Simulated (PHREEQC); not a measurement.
Synthetic water in mg/kgw, 20 °C, pH 5.79, pe 9.8:

```json
[
 {"constituent": "Na", "mg/kgw": "0.00334"},
 {"constituent": "K", "mg/kgw": "0.00142"},
 {"constituent": "Ca", "mg/kgw": "0.0273"},
 {"constituent": "Mg", "mg/kgw": "0.022"},
 {"constituent": "Cl", "mg/kgw": "0.0253"},
 {"constituent": "S(6) as SO4", "mg/kgw": "0.0417"},
 {"constituent": "Alkalinity as HCO3", "mg/kgw": "0.107"},
 {"constituent": "Ni", "mg/kgw": "0.000102"},
 {"constituent": "F", "mg/kgw": "8.23e-06"},
 {"constituent": "Li", "mg/kgw": "0.000212"}
]
```

Valence states are taken as typed.

Computed with PHREEQC (ion-association model, wateq4f.dat).

```yaml
ionic_strength: 7.01e-6 mol/kgw
charge_balance_error: 0.5 %
```

| species | molality | activity | log γ |
|---|---|---|---|
| CO2 | 1.31e-5 | 1.31e-5 | 0.000 |
| HCO3- | 3.38e-6 | 3.37e-6 | -0.001 |
| H+ | 1.63e-6 | 1.62e-6 | -0.001 |
| Mg+2 | 9.05e-7 | 8.94e-7 | -0.005 |
| Cl- | 7.14e-7 | 7.11e-7 | -0.001 |
| Ca+2 | 6.81e-7 | 6.73e-7 | -0.005 |
| SO4-2 | 4.34e-7 | 4.29e-7 | -0.005 |
| Na+ | 1.45e-7 | 1.45e-7 | -0.001 |
| K+ | 3.63e-8 | 3.62e-8 | -0.001 |
| Li+ | 3.05e-8 | 3.05e-8 | -0.001 |
| OH- | 4.20e-9 | 4.19e-9 | -0.001 |
| Ni+2 | 1.73e-9 | 1.71e-9 | -0.005 |

Precipitation was switched off in this run.
